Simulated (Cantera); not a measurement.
Input: 1 mol SiHCl₃, 0.032 mol C₃H₈, a varied amount of H₂, equilibrated at 2173 K and 0.210 bar.

These are equilibrium values from Cantera (NASA tables, ideal gas, pure condensed phases), not measurements of a reactor. Candidate condensed phases: C, C₆H₆, C₇H₈, C₈H₁₈, Si, SiC; 109 gas species. Mutual solubility and eutectic melting of coexisting phases are not modelled. Gases not in the tables: Si₂H₆ and higher silanes. Kinetics and transport are ignored.

Question: What share of the Si ends up in condensed phases as a function of n(H₂) (mol), at 9.3, 14, 21, 33, 50, 76, 120, 180, 270, 410, 620?

Answer: 
```json
[
 {"n(H₂) (mol)": "9.3", "Si condensed (%)": "32.5", "as": "Si(l) + SiC(s)"},
 {"n(H₂) (mol)": "14", "Si condensed (%)": "41.8", "as": "Si(l) + SiC(s)"},
 {"n(H₂) (mol)": "21", "Si condensed (%)": "50.3", "as": "Si(l) + SiC(s)"},
 {"n(H₂) (mol)": "33", "Si condensed (%)": "57.9", "as": "Si(l) + SiC(s)"},
 {"n(H₂) (mol)": "50", "Si condensed (%)": "62.3", "as": "Si(l) + SiC(s)"},
 {"n(H₂) (mol)": "76", "Si condensed (%)": "63.5", "as": "Si(l) + SiC(s)"},
 {"n(H₂) (mol)": "120", "Si condensed (%)": "59.8", "as": "Si(l) + SiC(s)"},
 {"n(H₂) (mol)": "180", "Si condensed (%)": "50.7", "as": "Si(l) + SiC(s)"},
 {"n(H₂) (mol)": "270", "Si condensed (%)": "34.4", "as": "Si(l) + SiC(s)"},
 {"n(H₂) (mol)": "410", "Si condensed (%)": "6.9", "as": "Si(l) + SiC(s)"},
 {"n(H₂) (mol)": "620", "Si condensed (%)": "0.6", "as": "SiC(s)"}
]
```
